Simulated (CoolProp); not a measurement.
Saturation properties of octamethylcyclotetrasiloxane (D4).

Model: reference Helmholtz-energy equation of state, Thol 2015, in CoolProp.

```json
[
 {"T (°C)": "65.55", "p (MPa)": "0.001738", "liquid density (kg/m³)": "904.0", "vapour density (kg/m³)": "0.1836", "enthalpy of vaporisation (kJ/kg)": "…", "liquid cp (kJ/(kg K))": "…", "surface tension (mN/m)": "15.0"},
 {"T (°C)": "76.95", "p (MPa)": "0.003108", "liquid density (kg/m³)": "890.6", "vapour density (kg/m³)": "0.3185", "enthalpy of vaporisation (kJ/kg)": "166.7", "liquid cp (kJ/(kg K))": "1.767", "surface tension (mN/m)": "14.2"},
 {"T (°C)": "88.45", "p (MPa)": "0.005322", "liquid density (kg/m³)": "877.0", "vapour density (kg/m³)": "…", "enthalpy of vaporisation (kJ/kg)": "162.7", "liquid cp (kJ/(kg K))": "1.791", "surface tension (mN/m)": "13.4"},
 {"T (°C)": "99.85", "p (MPa)": "0.008687", "liquid density (kg/m³)": "863.3", "vapour density (kg/m³)": "…", "enthalpy of vaporisation (kJ/kg)": "158.7", "liquid cp (kJ/(kg K))": "1.816", "surface tension (mN/m)": "12.5"},
 {"T (°C)": "111.25", "p (MPa)": "0.01365", "liquid density (kg/m³)": "849.4", "vapour density (kg/m³)": "1.289", "enthalpy of vaporisation (kJ/kg)": "154.7", "liquid cp (kJ/(kg K))": "1.841", "surface tension (mN/m)": "11.7"},
 {"T (°C)": "122.65", "p (MPa)": "0.02072", "liquid density (kg/m³)": "835.3", "vapour density (kg/m³)": "1.913", "enthalpy of vaporisation (kJ/kg)": "150.7", "liquid cp (kJ/(kg K))": "1.867", "surface tension (mN/m)": "10.9"},
 {"T (°C)": "134.05", "p (MPa)": "…", "liquid density (kg/m³)": "821.0", "vapour density (kg/m³)": "2.759", "enthalpy of vaporisation (kJ/kg)": "146.6", "liquid cp (kJ/(kg K))": "…", "surface tension (mN/m)": "10.2"},
 {"T (°C)": "145.45", "p (MPa)": "0.04368", "liquid density (kg/m³)": "806.3", "vapour density (kg/m³)": "3.884", "enthalpy of vaporisation (kJ/kg)": "142.4", "liquid cp (kJ/(kg K))": "1.921", "surface tension (mN/m)": "9.38"},
 {"T (°C)": "156.95", "p (MPa)": "…", "liquid density (kg/m³)": "791.1", "vapour density (kg/m³)": "5.363", "enthalpy of vaporisation (kJ/kg)": "138.1", "liquid cp (kJ/(kg K))": "1.949", "surface tension (mN/m)": "8.61"},
 {"T (°C)": "168.35", "p (MPa)": "0.08365", "liquid density (kg/m³)": "775.6", "vapour density (kg/m³)": "7.244", "enthalpy of vaporisation (kJ/kg)": "133.8", "liquid cp (kJ/(kg K))": "1.977", "surface tension (mN/m)": "7.86"},
 {"T (°C)": "179.75", "p (MPa)": "0.1121", "liquid density (kg/m³)": "759.7", "vapour density (kg/m³)": "9.624", "enthalpy of vaporisation (kJ/kg)": "129.3", "liquid cp (kJ/(kg K))": "2.007", "surface tension (mN/m)": "7.12"},
 {"T (°C)": "191.15", "p (MPa)": "0.1474", "liquid density (kg/m³)": "743.2", "vapour density (kg/m³)": "12.60", "enthalpy of vaporisation (kJ/kg)": "124.6", "liquid cp (kJ/(kg K))": "2.037", "surface tension (mN/m)": "6.39"},
 {"T (°C)": "202.55", "p (MPa)": "0.1909", "liquid density (kg/m³)": "726.0", "vapour density (kg/m³)": "16.31", "enthalpy of vaporisation (kJ/kg)": "119.7", "liquid cp (kJ/(kg K))": "2.068", "surface tension (mN/m)": "5.68"}
]
```

Question: Some entries are withheld; supply them.

Answer: 
- 65.55, enthalpy of vaporisation (kJ/kg): 170.8
- 65.55, liquid cp (kJ/(kg K)): 1.744
- 88.45, vapour density (kg/m³): 0.5295
- 99.85, vapour density (kg/m³): 0.8411
- 134.05, p (MPa): 0.03050
- 134.05, liquid cp (kJ/(kg K)): 1.894
- 156.95, p (MPa): 0.06122

It boils at 175.7 °C under 1 atm.

Surface tension comes from a separate correlation (Mulero 2014), older than this fluid's equation and unchecked against measurements.
